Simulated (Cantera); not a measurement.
A diamond (100) surface in a fixed gas of H2 with x(CH4) = 0.0057, x(CH3) = 1.5e-05, at 1123 K, 2100 Pa; coverages are run to steady state.

Cantera simulation using the Harris–Goodwin 1993 mechanism for the reconstructed diamond (100) surface; the numbers are that mechanism's predictions, not measurements.

θ: site fractions in the mechanism's names (c6HH fully hydrogenated, c6H* and c6*H radical sites, c6** diradical, c6HM methylated).

```tsv
x(H)	growth (µm/h)	θ c6HH	θ c6H*	θ c6*H	θ c6**	θ c6HM
0.0001	0.00549	0.603	0.0243	0.366	0.00562	0.000422
0.00021	0.0113	0.553	0.0272	0.409	0.00968	0.000508
0.00043	0.0207	0.524	0.0287	0.432	0.0137	0.000564
0.0009	0.0369	0.508	0.0295	0.444	0.0169	0.000579
0.0019	0.0638	0.500	0.0299	0.450	0.0190	0.000540
0.0039	[?]	0.496	0.0301	0.453	0.0201	[?]
0.0082	0.150	0.494	0.0303	0.454	0.0207	0.000330
0.017	0.195	0.493	0.0303	0.455	0.0210	0.000211
0.036	[?]	0.493	0.0305	0.455	0.0211	[?]
```

Question: Fill in the missing entries.

Answer: 
- 0.0039, growth (µm/h): 0.102
- 0.0039, θ c6HM: 0.000453
- 0.036, growth (µm/h): 0.229
- 0.036, θ c6HM: 0.000118
